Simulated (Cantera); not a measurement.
Input (Python, Cantera):

```python
import numpy as np
import cantera as ct

gas = ct.Solution("gri30.yaml")
gas.TPX = 1173, 100000, {'H2': 0.48, 'O2': 1, 'N2': 1.9}
reactor = ct.IdealGasConstPressureReactor(gas, energy="off", clone=False)
net = ct.ReactorNet([reactor])
net.rtol, net.atol = 1e-08, 1e-18
show = ['H2', 'O2', 'NO', 'NO2', 'H2O', 'H2O2', 'OH']
times = np.geomspace(0.0002, 20, 14)

steps = ct.SolutionArray(gas, extra=["t"])
rows = []
print(f"{'t/s':>10s}{'T/K':>9s}{'P/Pa':>11s}" + "".join(f"{s:>11s}" for s in show))
for t in times:
    while net.time < t:
        t_next = net.step()
        steps.append(gas.state, t=t_next)
    rows.append([np.interp(t, steps.t, y) for y in (steps.T, steps.P, *steps(*show).X.T)])
    print(f"{t:10.3e}{rows[-1][0]:9.1f}{rows[-1][1]:11.4g}" + "".join(f"{x:11.3e}" for x in rows[-1][2:]))
rate = np.gradient(steps.T, steps.t)
print("integrator steps:", len(steps.t))
if steps.T.max() > steps.T[0] + 200:
    print(f"time of steepest temperature rise: {steps.t[rate.argmax()]:.4e} s")
gas.TPX = 1173, 100000, {'H2': 0.48, 'O2': 1, 'N2': 1.9}
gas.equilibrate("TP")
print(f"equilibrium (TP): T = {gas.T:.1f} K  " + "  ".join(f"{s} {gas[s].X[0]:.3e}" for s in show))
```

Result:

```
       t/s      T/K       P/Pa         H2         O2         NO        NO2        H2O       H2O2         OH
 2.000e-04   1173.0      1e+05  1.416e-03  2.424e-01  1.361e-06  5.863e-08  1.511e-01  6.201e-06  2.701e-04
 4.849e-04   1173.0      1e+05  4.817e-04  2.421e-01  1.296e-06  1.242e-07  1.523e-01  2.321e-06  1.195e-04
 1.176e-03   1173.0      1e+05  1.343e-04  2.421e-01  1.244e-06  1.773e-07  1.527e-01  6.616e-07  6.559e-05
 2.850e-03   1173.0      1e+05  2.389e-05  2.420e-01  1.245e-06  1.761e-07  1.528e-01  2.044e-07  3.783e-05
 6.910e-03   1173.0      1e+05  2.284e-06  2.420e-01  1.302e-06  1.190e-07  1.529e-01  7.262e-08  2.150e-05
 1.675e-02   1173.0      1e+05  1.195e-07  2.420e-01  1.362e-06  5.879e-08  1.529e-01  2.668e-08  1.245e-05
 4.062e-02   1173.0      1e+05  1.393e-08  2.420e-01  1.395e-06  2.626e-08  1.529e-01  1.046e-08  7.573e-06
 9.848e-02   1173.0      1e+05  5.218e-09  2.420e-01  1.404e-06  1.673e-08  1.529e-01  4.415e-09  4.821e-06
 2.388e-01   1173.0      1e+05  2.786e-09  2.420e-01  1.401e-06  2.007e-08  1.529e-01  2.153e-09  3.312e-06
 5.789e-01   1173.0      1e+05  2.279e-09  2.420e-01  1.394e-06  2.713e-08  1.529e-01  1.487e-09  2.723e-06
 1.403e+00   1173.0      1e+05  2.241e-09  2.420e-01  1.392e-06  2.867e-08  1.529e-01  1.413e-09  2.649e-06
 3.403e+00   1173.0      1e+05  2.239e-09  2.420e-01  1.392e-06  2.871e-08  1.529e-01  1.410e-09  2.646e-06
 8.249e+00   1173.0      1e+05  2.238e-09  2.420e-01  1.392e-06  2.875e-08  1.529e-01  1.408e-09  2.644e-06
 2.000e+01   1173.0      1e+05  2.238e-09  2.420e-01  1.392e-06  2.876e-08  1.529e-01  1.407e-09  2.643e-06
integrator steps: 1531
equilibrium (TP): T = 1173.0 K  H2 2.238e-09  O2 2.420e-01  NO 1.498e-04  NO2 3.093e-06  H2O 1.529e-01  H2O2 1.407e-09  OH 2.643e-06
```

Model: GRI-Mech 3.0 (53 species, 325 reactions), integrated in Cantera. The temperature is held fixed by assumption; the heat of reaction is taken as removed at once.
